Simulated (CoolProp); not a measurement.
Vapour-liquid equilibrium of propylene (1) + R152A (2) at 0.00739 MPa; x and y are mole fractions of (1).

Computed with CoolProp (multi-fluid Helmholtz-energy mixture model, Lemmon 2013 and Outcalt 1996; pair parameters Bell 2016).

| x | bubble temperature, mixture model (K) | bubble temperature, Raoult's law (K) | y, mixture model | y, Raoult's law |
|---|---|---|---|---|
| 0.05 | 195.1 | 200.5 | 0.457 | 0.187 |
| 0.15 | … | 196.8 | 0.732 | 0.448 |
| 0.25 | 184.4 | 193.8 | 0.811 | 0.616 |
| 0.35 | 182.9 | 191.2 | … | 0.730 |
| 0.45 | 182.2 | 189.0 | … | 0.809 |
| 0.55 | … | 187.1 | 0.867 | 0.868 |
| 0.65 | … | 185.5 | 0.874 | 0.911 |
| 0.75 | 181.4 | 184.0 | 0.886 | 0.944 |
| 0.85 | 181.1 | 182.6 | 0.909 | 0.970 |
| 0.95 | … | 181.4 | … | 0.991 |

### Question
Complete the blanks.

### Answer

- 0.15, bubble temperature, mixture model (K): 187.6
- 0.35, y, mixture model: 0.843
- 0.45, y, mixture model: 0.858
- 0.55, bubble temperature, mixture model (K): 181.9
- 0.65, bubble temperature, mixture model (K): 181.7
- 0.95, bubble temperature, mixture model (K): 180.9
- 0.95, y, mixture model: 0.957

The largest gap from Raoult's law is -9.4 K in bubble temperature, at x = 0.25. No azeotrope shows between x = 0.05 and 0.95.

The pair parameters rest on a limited set of measurements; away from them the model extrapolates. With so large a gap from Raoult's law the liquid may split in two, which this calculation doesn't test in full.
